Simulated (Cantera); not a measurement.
A perfectly stirred reactor is fed with 0.709 % H2, 47.3 % O2, 52.0 % N2, at 1330 Pa; it is held at 1125 K, and followed from long to short residence time.

Computed with Cantera and the H2/O2 subset of GRI-Mech 3.0, which has no nitrogen chemistry. Radical loss at walls, strong at low pressure, is not modelled.

x: mole fraction; the columns are a selection and need not sum to one.

| τ (s) | x H2 | x O2 | x O | x HO2 | x H2O2 | x H | x H2O |
|---|---|---|---|---|---|---|---|
| 3.3 | 3.20e-5 | 0.470 | ___ | 3.50e-7 | 1.18e-8 | 2.34e-5 | 0.00699 |
| 1.3 | 5.41e-5 | 0.470 | ___ | 4.70e-7 | 1.39e-8 | 5.41e-5 | 0.00692 |
| 0.51 | 9.29e-5 | 0.469 | ___ | 6.12e-7 | 1.62e-8 | 0.000117 | 0.00681 |
| 0.20 | 0.000165 | 0.469 | ___ | 7.69e-7 | 1.96e-8 | 0.000228 | 0.00663 |
| 0.077 | 0.000310 | 0.468 | ___ | 9.37e-7 | 2.54e-8 | 0.000391 | 0.00634 |
| 0.030 | 0.000612 | 0.468 | 0.00391 | 1.10e-6 | 3.52e-8 | 0.000574 | 0.00587 |
| 0.012 | 0.00122 | 0.468 | 0.00373 | 1.24e-6 | 4.94e-8 | 0.000704 | 0.00511 |
| 0.0046 | 0.00253 | 0.469 | ___ | 1.30e-6 | 6.19e-8 | 0.000660 | 0.00378 |

Problem. Some entries are withheld; supply them.

Solution. 
- 3.3, x O: 0.000680
- 1.3, x O: 0.00116
- 0.51, x O: 0.00186
- 0.20, x O: 0.00272
- 0.077, x O: 0.00351
- 0.0046, x O: 0.00288
